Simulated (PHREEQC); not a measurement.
NaOH is added in steps, without added water, to 1 kg of water holding 0.25 mol HF, 0.16 mol KF and 0.16 mol HCl, at 70 °C. Oxygen is held at 0.21 atm. CO2 from the air is kept out. Nothing may precipitate in this run.

Base run: PHREEQC, ion-association model, wateq4f.dat. Each further column changes one thing. The table gives HF2- (mol/kgw).

```
NaOH added (mol)     base  database phreeqc.dat  all activity coefficients set to 1  metal-ligand complexes left out  Davies equation for every ion
----------------  -------  --------------------  ----------------------------------  -------------------------------  -----------------------------
0                  0.0110                0.0141                             0.00801                           0.0110                         0.0112
0.03583            0.0240                0.0270                              0.0218                           0.0241                         0.0241
0.07167            0.0393                0.0422                              0.0373                           0.0396                         0.0393
0.1254             0.0585            (withheld)                              0.0557                           0.0594                         0.0585
0.1613             0.0671                0.0686                              0.0633                           0.0683                     (withheld)
0.1971             0.0713                0.0716                              0.0668                           0.0729                         0.0711
0.2329             0.0707                0.0698                              0.0657                           0.0725                         0.0704
0.2687             0.0650                0.0632                              0.0600                           0.0668                         0.0647
0.3046             0.0544                0.0522                              0.0501                           0.0560                         0.0541
0.3583             0.0304                0.0288                              0.0279                           0.0313                         0.0303
0.3942            0.00997               0.00939                             0.00916                       (withheld)                        0.00991
0.43              1.70e-8               1.49e-8                             1.37e-8                          1.99e-8                        1.64e-8
```

### Question
Complete the blanks.

### Answer

- 0.1254, database phreeqc.dat: 0.0610
- 0.1613, Davies equation for every ion: 0.0669
- 0.3942, metal-ligand complexes left out: 0.0103

wateq4f.dat counts part of the HF as a dimer, H2F2, which phreeqc.dat doesn't know; its constant is uncertain. At this temperature some constants are extrapolated from 25 °C, and those without enthalpy data are left unchanged. phreeqc.dat and wateq4f.dat share most of their constants, so their agreement is no independent check.
